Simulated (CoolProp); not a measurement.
Vapour pressure (MPa) of methane: the reference equation beside estimates from Tc = -82.6 °C, pc = 4.599 MPa, ω = 0.011. Clausius-Clapeyron is anchored at -133.15 °C with a constant enthalpy of vaporisation of 7.141 kJ/mol.

Model: reference Helmholtz-energy equation of state, Setzmann 1991, in CoolProp.

```csv
T (°C),reference,Lee-Kesler,Clausius-Clapeyron,Redlich-Kwong,Peng-Robinson
-140.75,0.4231,0.4230,0.4509,0.3774,0.4255
-136.95,0.5239,0.5243,0.5403,0.4782,0.5269
-133.15,0.6412,0.6422,0.6412,…,0.6450
-129.25,0.7803,…,0.7572,0.7391,0.7852
-125.45,0.9357,0.9377,0.8828,0.8991,0.9419
-121.65,1.112,1.114,1.021,1.082,1.120
-117.85,1.312,1.314,1.173,1.288,1.321
-114.05,1.535,1.537,1.339,1.521,1.547
-110.15,1.792,…,1.524,1.787,…
-106.35,2.071,2.071,1.718,2.075,2.088
-102.55,2.379,2.379,…,2.393,2.399
-98.75,2.720,2.719,2.150,2.742,2.742
```

Problem. Complete the blanks.

Solution. 
- -133.15, Redlich-Kwong: 0.5969
- -129.25, Lee-Kesler: 0.7819
- -110.15, Lee-Kesler: 1.793
- -110.15, Peng-Robinson: 1.807
- -102.55, Clausius-Clapeyron: 1.927

Absolute difference from the reference over all 12 rows, mean and median: Lee-Kesler 0.1 and 0.1 %, Clausius-Clapeyron 10.2 and 9.4 %, Redlich-Kwong 3.6 and 2.3 %, Peng-Robinson 0.7 and 0.7 %.
